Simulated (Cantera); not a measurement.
An isothermal, constant-pressure homogeneous reactor starts with NH₃ : H₂ = 1 : 2.8 (molar parts), at 1798 K and 750 Torr.

Model: the gas-phase N/H chemistry of the illustrative SiF4/NH3 mechanism in the Surface Chemkin manual (1991), integrated in Cantera. Walls and surfaces, which speed up NH3 decomposition in real reactors, are not modelled.

Q: Predict: x(NH₃) at 5.00 s; x(H₂) at 5.00 s; x(NH₂) at 5.00 s; x(NH) at 5.00 s; x(N₂H₂) at 5.00 s; x(N) at 5.00 s; x(N₂) at 5.00 s.

A: 
```json
{
 "x(NH₃) at 5.00 s": "0.0133 (gas-phase equilibrium 7.95e-6)",
 "x(H₂) at 5.00 s": "0.888 (gas-phase equilibrium 0.896)",
 "x(NH₂) at 5.00 s": "1.27e-5 (gas-phase equilibrium 7.96e-9)",
 "x(NH) at 5.00 s": "2.17e-7 (gas-phase equilibrium 1.43e-10)",
 "x(N₂H₂) at 5.00 s": "2.32e-9 (gas-phase equilibrium <1e-12)",
 "x(N) at 5.00 s": "1.63e-8 (gas-phase equilibrium 1.13e-11)",
 "x(N₂) at 5.00 s": "0.0989 (gas-phase equilibrium 0.104)"
}
```
